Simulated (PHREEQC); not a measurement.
A solution holds 0.029 mol KOH, 0.0051 mol CaCl2 and 0.0024 mol MgCl2 per kg of water, at 89 °C. Closed to the air; pH follows from the charge balance.

Model: Pitzer model, pitzer.dat, run in PHREEQC.

**Question.** The ionic strength comes out as 0.0476 mol/kgw. What activity coefficients do Cl-, Mg+2, Ca+2, MgOH+, OH- get?

**Answer.** Cl- 0.80, Mg+2 0.38, Ca+2 0.34, MgOH+ 0.81, OH- 0.78. Single-ion values are on the MacInnes scale.

Precipitation was switched off in this run. Constants without temperature data keep their 25 °C values here.
